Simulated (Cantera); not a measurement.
An isothermal, constant-pressure homogeneous reactor starts with H₂ : O₂ : N₂ = 0.014 : 1 : 0.13 (molar parts), equivalence ratio 0.0070, at 1000 K and 1330 Pa.

Detailed kinetics in Cantera: the H2/O2 subset of GRI-Mech 3.0, which has no nitrogen chemistry. Radical loss at walls, strong at low pressure, is not modelled.

x: mole fraction; the columns are a selection and need not sum to one.

```json
[
 {"t (s)": "0.000100", "x H₂": "0.0122", "x O₂": "0.874", "x H₂O₂": "<1e-12", "x H": "7.73e-12", "x O": "2.85e-12", "x H₂O": "<1e-12", "x OH": "2.69e-12"},
 {"t (s)": "0.000345", "x H₂": "0.0122", "x O₂": "0.874", "x H₂O₂": "<1e-12", "x H": "1.83e-11", "x O": "2.40e-11", "x H₂O": "6.80e-12", "x OH": "1.97e-11"},
 {"t (s)": "0.00119", "x H₂": "0.0122", "x O₂": "0.874", "x H₂O₂": "<1e-12", "x H": "6.34e-11", "x O": "2.08e-10", "x H₂O": "1.51e-10", "x OH": "1.28e-10"},
 {"t (s)": "0.00410", "x H₂": "0.0122", "x O₂": "0.874", "x H₂O₂": "<1e-12", "x H": "1.66e-9", "x O": "7.49e-9", "x H₂O": "8.85e-9", "x OH": "3.94e-9"},
 {"t (s)": "0.0141", "x H₂": "0.0117", "x O₂": "0.874", "x H₂O₂": "5.01e-9", "x H": "8.28e-5", "x O": "0.000339", "x H₂O": "0.000434", "x OH": "0.000171"},
 {"t (s)": "0.0488", "x H₂": "6.58e-5", "x O₂": "0.869", "x H₂O₂": "2.49e-8", "x H": "0.000456", "x O": "0.00460", "x H₂O": "0.0118", "x OH": "0.000347"},
 {"t (s)": "0.168", "x H₂": "1.41e-5", "x O₂": "0.872", "x H₂O₂": "2.13e-8", "x H": "5.31e-5", "x O": "0.00116", "x H₂O": "0.0122", "x OH": "0.000161"},
 {"t (s)": "0.580", "x H₂": "(withheld)", "x O₂": "0.873", "x H₂O₂": "(withheld)", "x H": "(withheld)", "x O": "(withheld)", "x H₂O": "0.0123", "x OH": "(withheld)"},
 {"t (s)": "2.00", "x H₂": "1.67e-7", "x O₂": "0.873", "x H₂O₂": "7.86e-9", "x H": "8.82e-8", "x O": "1.63e-5", "x H₂O": "0.0123", "x OH": "1.91e-5"}
]
```

Problem. Some entries are withheld; supply them.

Solution. 
- 0.580, x H₂: 1.72e-6
- 0.580, x H₂O₂: 1.60e-8
- 0.580, x H: 2.50e-6
- 0.580, x O: 0.000152
- 0.580, x OH: 5.79e-5
